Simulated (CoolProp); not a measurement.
Vapour-liquid equilibrium of dimethyl ether (1) + methanol (2) at 0.00713 MPa; x and y are mole fractions of (1).

The numbers come from the multi-fluid Helmholtz-energy mixture model, Wu 2011 and de Reuck 1993; pair parameters Bell 2016 in CoolProp.

```
x     bubble temperature (K)  y at the bubble point  dew temperature at overall composition x (K)  liquid density (mol/L)
----  ----------------------  ---------------------  --------------------------------------------  ----------------------
0.05                   234.6                  0.969                                         281.6                       …
0.15                   216.5                      …                                         279.7                   25.01
0.25                   210.5                  0.997                                         277.6                   24.00
0.35                   207.6                  0.998                                         275.3                   22.97
0.45                   206.0                  0.998                                         272.7                   21.96
0.55                   204.9                  0.998                                         269.6                   21.01
0.65                   204.2                  0.998                                         265.8                       …
0.75                       …                  0.998                                         260.9                   19.24
0.85                   202.5                  0.998                                             …                   18.43
0.95                   201.4                  0.999                                         240.1                       …
```

### Question
Complete the blanks.

### Answer

- 0.05, liquid density (mol/L): 25.75
- 0.15, y at the bubble point: 0.995
- 0.65, liquid density (mol/L): 20.10
- 0.75, bubble temperature (K): 203.4
- 0.85, dew temperature at overall composition x (K): 253.9
- 0.95, liquid density (mol/L): 17.67

No azeotrope shows between x = 0.05 and 0.95.

Pair parameters are fitted to limited data, so mixtures are less certain than the pure fluids. With so large a gap from Raoult's law the liquid may split in two, which this calculation doesn't test in full.
